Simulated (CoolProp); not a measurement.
Ethylene along the isotherm -127.45 °C: density (kg/m³) from the reference equation and from simpler models built on Tc = 9.2 °C, pc = 50.42 bar, ω = 0.087; each cubic takes its own stable root.

Model: reference Helmholtz-energy equation of state, Smukala 2000, in CoolProp.

```csv
p (bar),phase,reference
2.29,liquid,600.6
4.58,liquid,600.7
6.88,liquid,600.9
9.17,liquid,601.1
11.5,liquid,601.3
13.8,liquid,601.4
16,liquid,601.6
18.3,liquid,601.8
20.6,liquid,601.9
22.9,liquid,602.1
25.2,liquid,602.3
```

Q: How far does each simpler model (van der Waals, Peng-Robinson) lie from the reference over these 11 states: mean and median of the absolute difference, and the worst?

A: 
- van der Waals: mean 34.7 %, median 34.7 %, worst -34.8 % at -127.45 °C and 2.29 bar
- Peng-Robinson: mean 8.6 %, median 8.6 %, worst +8.6 % at -127.45 °C and 2.29 bar
